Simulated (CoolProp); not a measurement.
A Linde-Hampson liquefier for oxygen: isothermal reversible compression at 300 K from 1 atm to 15 MPa, throttling to 1 atm, return gas leaving the recuperator 10 K below the feed. Each further row changes one setting.

Computed with CoolProp (reference Helmholtz-energy equation of state, Schmidt 1985).

```tsv
case	liquid yield per pass	compression work (kJ/kg of gas)
as stated	0.062	384
high pressure 30 MPa	0.117	435
warm-end temperature 330 K	0.043	425
warm-end gap 15 K	0.051	384
```

Above 300 K oxygen's equation is extrapolated.
